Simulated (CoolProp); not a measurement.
A single-stage vapour-compression cycle with the fluid: evaporating at 310.15 K (dew point), condensing at 353.15 K (bubble point), superheat 8 K, subcooling 8 K, compressor efficiency 0.9, no pressure losses. The same conditions are run with several fluids, on thermodynamics alone (safety and materials aside).

Computed with CoolProp (reference Helmholtz-energy equation of state of each fluid (n-hexane: Thol 2019; dimethyl carbonate: Zhou 2011; R11: Jacobsen 1992; R113: Marx 1992; isobutane: Bücker 2006; n-butane: Bücker 2006)).

```json
[
 {"fluid": "n-hexane", "cooling COP": "5.79", "pressure ratio": "___", "discharge temperature (K)": "353.2", "refrigerating effect (kJ/kg)": "288", "volumetric capacity (kJ/m³)": "317"},
 {"fluid": "dimethyl carbonate", "cooling COP": "___", "pressure ratio": "5.56", "discharge temperature (K)": "___", "refrigerating effect (kJ/kg)": "355", "volumetric capacity (kJ/m³)": "159"},
 {"fluid": "R11", "cooling COP": "___", "pressure ratio": "3.30", "discharge temperature (K)": "366.8", "refrigerating effect (kJ/kg)": "149", "volumetric capacity (kJ/m³)": "1290"},
 {"fluid": "R113", "cooling COP": "___", "pressure ratio": "___", "discharge temperature (K)": "353.1", "refrigerating effect (kJ/kg)": "120", "volumetric capacity (kJ/m³)": "615"},
 {"fluid": "isobutane", "cooling COP": "5.36", "pressure ratio": "2.74", "discharge temperature (K)": "355.7", "refrigerating effect (kJ/kg)": "237", "volumetric capacity (kJ/m³)": "2890"},
 {"fluid": "n-butane", "cooling COP": "5.54", "pressure ratio": "2.91", "discharge temperature (K)": "355.4", "refrigerating effect (kJ/kg)": "272", "volumetric capacity (kJ/m³)": "2280"}
]
```

Question: Complete the blanks.

Answer: 
- n-hexane, pressure ratio: 4.30
- dimethyl carbonate, cooling COP: 6.02
- dimethyl carbonate, discharge temperature (K): 365.1
- R11, cooling COP: 5.88
- R113, cooling COP: 5.80
- R113, pressure ratio: 3.77

The compression ends wet for: n-hexane; R113.
